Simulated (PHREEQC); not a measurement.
Dissolve 0.0017 mol MnSO4, 9.2e-05 mol ZnCl2 and 8.2e-05 mol Na2SO4 per kg of water at 25 °C. Closed to the air; pH follows from the charge balance.

All values are PHREEQC results (ion-association model, wateq4f.dat), not measurements.

This is a speciation only: nothing precipitates in the calculation.

Problem. Estimate the pH, ionic strength.

Solution. pH 6.51; ionic strength 0.00641 mol/kgw.

Problem. In which forms is Zn present?

Solution. Zn+2 84 %, ZnSO4 16 % of the Zn.

Complexes and solids missing from the database can't appear.
